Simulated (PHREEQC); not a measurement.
PHREEQC input (ion-association model, wateq4f.dat):

```
SOLUTION_MASTER_SPECIES
  An  An-  0  An  62.0  # stands for a non-complexing anion
SOLUTION_SPECIES
  An- = An-
    -log_k 0
    -gamma 3.0 0
PHASES
  Fix_H+
    H+ = H+
    -log_k 0
SOLUTION 1
  temp 25
  units mmol/kgw
  pH 7 charge
  Na 100
  An 100
END
SELECTED_OUTPUT 1
  -reset false
  -pH true
  -pe true
  -ionic_strength true
  -water true
  -totals Na
  -molalities Hfo_wOH Hfo_wOH2+ Hfo_wO- Hfo_sOH Hfo_sOH2+ Hfo_sO-
USER_PUNCH 1
  -headings sigma psi
  10 PUNCH EDL("sigma", "Hfo"), EDL("psi", "Hfo")
PRINT
  -reset false
USE solution 1
SURFACE 1
  Hfo_wOH 0.000359551 600 0.16
  Hfo_sOH 8.98876e-06
EQUILIBRIUM_PHASES 1
  Fix_H+ -4 HAn 10
    -force_equality true
  O2(g) -0.68 10
END
# ... the last block is repeated for the other 12 points of pH, with NaOH or the acid as the point needs
```

Selected output (columns that matter, 13 of 13 rows; pH added in front):

```
pH	mu	Na	m_Hfo_wOH	m_Hfo_wOH2+	m_Hfo_wO-	m_Hfo_sOH	m_Hfo_sOH2+	m_Hfo_sO-	sigma	psi
4	0.10028	0.1	4.793e-05	0.00031145	1.6897e-07	1.1982e-06	7.7863e-06	4.2243e-09	0.32071	0.14654
4.67	0.10015	0.1	0.00011144	0.00024696	1.1519e-06	2.7859e-06	6.1741e-06	2.8798e-08	0.25325	0.13454
5.33	0.10009	0.1	0.00017937	0.00017599	4.1882e-06	4.4843e-06	4.3998e-06	1.047e-07	0.177	0.11643
6	0.10006	0.1	0.00023083	0.00011842	1.0307e-05	5.7706e-06	2.9604e-06	2.5769e-07	0.11138	0.093459
6.67	0.10003	0.1	0.00025989	8.0425e-05	1.9239e-05	6.4972e-06	2.0106e-06	4.8097e-07	0.063039	0.06681
7.33	0.10002	0.1	0.0002723	5.7918e-05	2.9329e-05	6.8076e-06	1.448e-06	7.3321e-07	0.029455	0.037401
8	0.1	0.1	0.00027594	4.3686e-05	3.9928e-05	6.8984e-06	1.0921e-06	9.982e-07	0.0038712	0.0053519
8.67	0.10002	0.10003	0.00027421	3.2751e-05	5.2593e-05	6.8552e-06	8.1878e-07	1.3148e-06	-0.020442	-0.027043
9.33	0.10005	0.10008	0.00026541	2.254e-05	7.1596e-05	6.6354e-06	5.6351e-07	1.7899e-06	-0.05054	-0.057324
10	0.10018	0.10022	0.00024265	1.2979e-05	0.00010392	6.0662e-06	3.2447e-07	2.5981e-06	-0.093698	-0.085082
10.67	0.10069	0.10077	0.00019856	5.8207e-06	0.00015517	4.964e-06	1.4552e-07	3.8792e-06	-0.15387	-0.10927
11.33	0.10292	0.10304	0.00013372	1.8286e-06	0.00022401	3.3429e-06	4.5714e-08	5.6001e-06	-0.2289	-0.12872
12	0.11341	0.11357	6.1501e-05	2.9101e-07	0.00029776	1.5375e-06	7.2752e-09	7.4439e-06	-0.30647	-0.14109
```
